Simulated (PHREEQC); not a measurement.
A column of 0.2 m (40 cells, dispersivity 0.01 m, 60 s a shift, diffusion coefficient 3e-10 m²/s) holds 0.0028 eq of the database's cation exchanger X per kg of pore water, first in equilibrium with 2.8 mmol/kgw NH4Cl and 0.01 mmol/kgw HCl. It is flushed with 0.00092 mol MnCl2 and 1e-05 mol HCl per kg of water, at 25 °C. Values are for the last cell. No CO2 enters from the air. No solid was allowed to form.

Base run: PHREEQC, ion-association model, phreeqc.dat. Each further column changes one thing. The table gives NH4 in solution (mol/kgw).

```csv
pore volumes,base,exchange capacity from 0.0028 to 0.0014 eq/kgw,dispersivity from 0.01 to 0.02 m
0,0.00280,0.00280,0.00280
1.012,0.00225,0.00225,0.00223
2.013,0.00185,0.000206,0.00187
3.013,5.54e-5,2.22e-6,0.000161
4.013,7.07e-7,2.37e-8,1.30e-5
5.013,1.07e-8,2.50e-10,1.15e-6
6.013,1.70e-10,2.61e-12,1.05e-7
```
